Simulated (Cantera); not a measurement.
Charge: 1 mol SiH4, 14 mol O2, held at 47.0 mbar.

These are equilibrium values from Cantera (NASA tables, ideal gas, pure condensed phases), not measurements of a reactor. Candidate condensed phases: H2O, Si, SiO2; 18 gas species. The tables hold silica as quartz up to 1696 K and as liquid above; real silica turns to tridymite and cristobalite and melts near 1996 K. Kinetics and transport are ignored.

Problem. Which condensed phases are stable at each of these points (T (°C)): 252, 352, 452, 552, 652, 752, 852, 952?

Solution. 
```csv
T (°C),condensed phases,Si condensed (%)
252,SiO2(α-quartz),100.0
352,SiO2(α-quartz),100.0
452,SiO2(α-quartz),100.0
552,SiO2(α-quartz),100.0
652,SiO2(β-quartz),100.0
752,SiO2(β-quartz),100.0
852,SiO2(β-quartz),100.0
952,SiO2(β-quartz),100.0
```

From 252 °C to 552 °C the condensed part is SiO2(α-quartz). From 652 °C to 952 °C the condensed part is SiO2(β-quartz).
